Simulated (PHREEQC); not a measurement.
**Metal-bearing waste water: an equilibrium model**

Solution (25 °C): 0.0014 mol Pb(NO3)2 per kg of water. Closed to the air; pH follows from the charge balance.

Model: ion-association model, wateq4f.dat, run in PHREEQC.

This is a speciation only: nothing precipitates in the calculation.

Task: What pH does the model give?

Result: pH 5.34.

Task: In which forms is N present?

Result: NO3- 99 %, PbNO3+ 1.5 % of the N.
